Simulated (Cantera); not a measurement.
A closed system holds: 1 mol Ta2O5, 5.9 mol CH4, 0.9 mol H2.

Method: chemical equilibrium by Gibbs-energy minimisation in Cantera with the NASA 1993 tables (ideal gas, pure condensed phases). Candidate condensed phases: C, C6H6, C7H8, C8H18, H2O, Ta, TaC, Ta2O5; 113 gas species. Mutual solubility and eutectic melting of coexisting phases are not modelled. TaC: taken at fixed stoichiometry. Condensed phases not in the tables: Ta2C, N, O or C dissolved in the metal. Rates play no part.

Stable condensed phases, one row left out:

```
T in K \ P in Pa
              10      68     460    3200   22000  150000 1000000
   2525        A       A       A       A       A       A       B
   2325        A       A       A       A       A       B       B
   2125        A       A       A       A       B       B       B
   1725        A       B       B       B       B       B       B
   1525        B       B       B       B       B       B       B
   1325        B       B       B       B       B       B       C
   1125        B       B       B       B       C       C       C
    925        B       C       C       C       C       C       D
```

A: Ta + TaC; B: TaC + Ta2O5; C: C + TaC + Ta2O5; D: C + Ta2O5.

Question: Give the row for 1925 K.

Answer: 10: Ta + TaC; 68: Ta + TaC; 460: Ta + TaC + Ta2O5; 3200: TaC + Ta2O5; 22000: TaC + Ta2O5; 150000: TaC + Ta2O5; 1000000: TaC + Ta2O5.
